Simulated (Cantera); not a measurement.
# Adiabatic ignition

An adiabatic, constant-volume homogeneous reactor starts with CH4 : O2 : N2 = 1 : 2.3 : 8.64 (molar parts), at 1148 K and 9.87 atm.

Computed with Cantera and GRI-Mech 3.0 (53 species, 325 reactions).

| t (s) | T (K) | P (bar) | x CH4 | x O2 | x H2O | x NO2 | x N2O | x C2H4 |
|---|---|---|---|---|---|---|---|---|
| 1.00e-6 | 1148 | 10.0 | 0.0838 | 0.193 | 1.06e-11 | <1e-12 | <1e-12 | <1e-12 |
| 4.13e-6 | 1148 | 10.0 | 0.0838 | 0.193 | 1.84e-10 | <1e-12 | <1e-12 | <1e-12 |
| 1.71e-5 | 1148 | 10.0 | 0.0838 | 0.193 | 3.37e-9 | <1e-12 | <1e-12 | <1e-12 |
| 7.06e-5 | 1148 | 10.00 | 0.0838 | 0.193 | 7.45e-8 | <1e-12 | <1e-12 | 1.57e-11 |
| 0.000292 | 1148 | 10.0 | 0.0837 | 0.193 | 2.27e-6 | <1e-12 | 3.62e-12 | 2.71e-9 |
| 0.00120 | 1148 | 10.0 | 0.0837 | 0.193 | 3.98e-5 | <1e-12 | 3.90e-11 | 1.45e-7 |
| 0.00498 | 1153 | 10.0 | 0.0830 | 0.192 | 0.000622 | <1e-12 | 5.31e-10 | 6.06e-6 |
| 0.0206 | 2899 | 25.7 | <1e-12 | 0.0255 | 0.151 | 1.52e-5 | 3.75e-6 | <1e-12 |
| 0.0850 | 2899 | 25.7 | <1e-12 | 0.0255 | 0.151 | 1.52e-5 | 3.75e-6 | <1e-12 |
| 0.351 | 2899 | 25.7 | <1e-12 | 0.0255 | 0.151 | 1.52e-5 | 3.75e-6 | <1e-12 |
| 1.45 | 2899 | 25.7 | <1e-12 | 0.0255 | 0.151 | 1.52e-5 | 3.75e-6 | <1e-12 |
| 6.00 | 2899 | 25.7 | <1e-12 | 0.0255 | 0.151 | 1.52e-5 | 3.75e-6 | <1e-12 |
x: mole fraction; the columns are a selection and need not sum to one.

```
Quantity                                                           Value
---------------------------------  -------------------------------------
time of steepest temperature rise                                8.28 ms
temperature at 6.00 s                                             2899 K
equilibrium temperature                                           2899 K
x(CH4) at 6.00 s                   <1e-12 (gas-phase equilibrium <1e-12)
x(O2) at 6.00 s                    0.0255 (gas-phase equilibrium 0.0255)
x(H2O) at 6.00 s                     0.151 (gas-phase equilibrium 0.151)
```
